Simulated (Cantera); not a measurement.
## SiH2Cl2 + CH4 + H2 (silicon carbide growth)

Input: 1 mol SiH2Cl2, 0.16 mol CH4, a varied amount of H2, at 2050 K and 0.720 bar.

Cantera equilibrium calculation (NASA polynomials, part measured and part estimated; ideal gas, pure solids and liquids). Candidate condensed phases: C, C6H6, C7H8, C8H18, Si, SiC; 109 gas species. Mutual solubility and eutectic melting of coexisting phases are not modelled. The tables' values for SiCl, SiCl3 are old estimates; treat these amounts as uncertain. Gases not in the tables: Si2H6 and higher silanes. Equilibrium is a limit: real reactors are often held back by kinetics, nucleation or transport.

From 19 mol H2 to 250 mol H2 the condensed part is Si(l) + SiC(s). The main Si-bearing gas is SiCl2 at 19 mol H2 and SiH2 at 250 mol H2. The share of Si in condensed phases is highest at 140 mol H2 (89.4 %) and lowest at 19 mol H2 (73.4 %).

| n(H2) (mol) | x H2 | x HCl | x SiCl2 | x H | x SiCl | x Cl | n Si(l) | n SiC(s) |
|---|---|---|---|---|---|---|---|---|
| 19 | 0.916 | 0.0692 | 0.0118 | 0.00256 | 0.000155 | 0.000143 | 0.575 | 0.159 |
| 58 | 0.966 | 0.0290 | 0.00197 | 0.00263 | 6.32e-5 | 5.84e-5 | 0.699 | 0.158 |
| 98 | 0.978 | 0.0183 | 0.000772 | 0.00264 | 3.96e-5 | 3.66e-5 | 0.730 | 0.157 |
| 140 | 0.983 | 0.0132 | 0.000399 | 0.00265 | 2.84e-5 | 2.63e-5 | 0.739 | 0.156 |
| 180 | 0.986 | 0.0104 | 0.000249 | 0.00266 | 2.24e-5 | 2.07e-5 | 0.739 | 0.154 |
| 220 | 0.988 | 0.00861 | 0.000170 | 0.00266 | 1.85e-5 | 1.71e-5 | 0.735 | 0.153 |
| 250 | 0.989 | 0.00762 | 0.000133 | 0.00266 | 1.64e-5 | 1.52e-5 | 0.731 | 0.152 |
x: gas mole fraction; n: condensed amount in mol.
